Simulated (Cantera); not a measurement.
**CaCO3 + CO2 + O2 + H2 (calcination and drying)**

Charge: 1 mol CaCO3, 0.63 mol CO2, 0.21 mol O2, a varied amount of H2, equilibrated at 1625 K and 1330 Pa.

Equilibrium computed with Cantera from the NASA thermochemical tables; the gas is ideal and each condensed phase is pure. Candidate condensed phases: C, C6H6, C7H8, C8H18, Ca, CaCO3, CaO, Ca(OH)2, H2O; 115 gas species. Kinetics and transport are ignored.

| n(H2) (mol) | log p CO2 | log p H2O | log p CO | log p H2 | log p O2 | log p OH | log p H | n CaO(s) |
|---|---|---|---|---|---|---|---|---|
| 0.052 | -1.93 | -3.43 | -5.05 | -7.04 | -2.88 | -5.44 | -7.67 | 1.00 |
| 0.073 | -1.94 | -3.29 | -5.04 | -6.89 | -2.91 | -5.37 | -7.59 | 1.00 |
| 0.1 | -1.94 | -3.15 | -5.03 | -6.73 | -2.95 | -5.31 | -7.52 | 1.00 |
| 0.14 | -1.94 | -3.01 | -5.00 | -6.56 | -3.01 | -5.26 | -7.43 | 1.00 |
| 0.2 | -1.95 | -2.86 | -4.95 | -6.36 | -3.12 | -5.21 | -7.33 | 1.000 |
| 0.28 | -1.96 | -2.73 | -4.86 | -6.12 | -3.32 | -5.19 | -7.21 | 1.000 |
| 0.4 | -1.97 | -2.58 | -4.49 | -5.59 | -4.09 | -5.32 | -6.95 | 1.000 |
| 0.55 | -2.03 | -2.48 | -3.15 | -4.09 | -6.89 | -5.97 | -6.20 | 1.000 |
| 0.78 | -2.14 | -2.40 | -2.77 | -3.53 | -7.85 | -6.16 | -5.91 | 1.000 |
| 1.1 | -2.27 | -2.33 | -2.59 | -3.14 | -8.49 | -6.29 | -5.72 | 1.000 |
| 1.5 | -2.43 | -2.30 | -2.49 | -2.86 | -8.99 | -6.40 | -5.58 | 1.000 |
| 2.1 | -2.64 | -2.30 | -2.45 | -2.61 | -9.49 | -6.52 | -5.45 | 1.000 |
log p: log10 of the partial pressure in bar; n: condensed amount in mol.

From 0.052 mol H2 to 2.1 mol H2 the condensed part is CaO(s). The main Ca-bearing gas is Ca(OH)2 throughout.
